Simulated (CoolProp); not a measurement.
CHF3 (R23) along the isotherm 336.3 K: fugacity coefficient from the reference equation and from simpler models built on Tc = 299.3 K, pc = 48.32 bar, ω = 0.263; each cubic takes its own stable root.

Computed with CoolProp (reference Helmholtz-energy equation of state, Penoncello 2003).

```csv
p (bar),phase,reference
8.05,gas,0.9602
16.1,gas,0.9213
24.2,gas,0.8829
32.2,gas,0.8458
40.3,gas,0.8090
48.3,gas,0.7734
56.4,supercritical,0.7382
64.4,supercritical,0.7041
72.5,supercritical,0.6705
80.5,supercritical,0.6385
88.6,supercritical,0.6077
96.6,supercritical,0.5794
105,supercritical,0.5526
113,supercritical,0.5297
121,supercritical,0.5094
```

Task: How far does each simpler model (van der Waals, Soave-Redlich-Kwong, Peng-Robinson) lie from the reference over these 15 states: mean and median of the absolute difference, and the worst?

Result: 
- van der Waals: mean 0.7 %, median 0.7 %, worst -1.1 % at 336.3 K and 88.6 bar
- Soave-Redlich-Kwong: mean 3.1 %, median 2.6 %, worst +7.1 % at 336.3 K and 121 bar
- Peng-Robinson: mean 0.9 %, median 0.8 %, worst -1.4 % at 336.3 K and 64.4 bar
